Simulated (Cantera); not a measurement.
Gas mixture: 100 % N2O, at 0.0510 bar, frozen composition.

Cantera's kinetic-theory transport with the Lennard-Jones parameters of GRI-Mech 3.0, ideal gas; thermal conductivity in the multicomponent form. The composition is frozen, though it would react at the higher temperatures.

One state of this run: ρ (kg/m³) = 0.0450; cp (J/kg/K) = 1101; μ (µPa s) = 27.3; λ (mW/m/K) = 40.4; Pr = 0.744; D (cm²/s) H2 = 42.7; D (cm²/s) NH3 = 12.2; D (cm²/s) C2H2 = 8.75. D: mixture-averaged diffusion coefficient of that species in the mixture.

Which value of T (K) does it belong to?
A) 600
B) 1000
C) 1400
D) 1600

A, 600
